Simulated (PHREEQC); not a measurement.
# Copper plating or etch bath: an equilibrium model

Dissolve 0.25 mol/kgw Cu(NO3)2, 0.14 mol/kgw H2SO4 and 0.0098 mol/kgw Na2SO4 at 25 °C. Closed to the air; pH follows from the charge balance.

Equilibrium calculation in PHREEQC: ion-association model, phreeqc.dat.

This is a speciation only: nothing precipitates in the calculation.

### Question
Predict the pH, ionic strength, density.

### Answer
pH 0.84; ionic strength 0.886 mol/kgw; density 1.044 g/cm³.

### Question
In which forms is Na present?

### Answer
Na+ 98 %, NaSO4- 2.5 % of the Na.

Caution: at this ionic strength the ion-association model is outside its range; a Pitzer model would be the better tool where its parameters exist.
